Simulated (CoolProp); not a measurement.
Vapour-liquid equilibrium of R13 (1) + isobutane (2) at 0.106 MPa; x and y are mole fractions of (1).

Computed with CoolProp (multi-fluid Helmholtz-energy mixture model, Platzer 1990 and Bücker 2006; pair parameters Bell 2016). This equation is an older, rougher fit; its heat capacities, sound speeds and derivatives of the liquid may be far off and weren't checked against measurements.

Give the bubble temperature and the first vapour's composition at x = 0.2, 0.5, 0.95. Is there an azeotrope?

x = 0.2: -58.4 °C, y = 0.915; x = 0.5: -71.7 °C, y = 0.973; x = 0.95: -79.7 °C, y = 0.997. No azeotrope shows between x = 0.05 and 0.95.

Pair parameters are fitted to limited data, so mixtures are less certain than the pure fluids. With so large a gap from Raoult's law the liquid may split in two, which this calculation doesn't test in full.
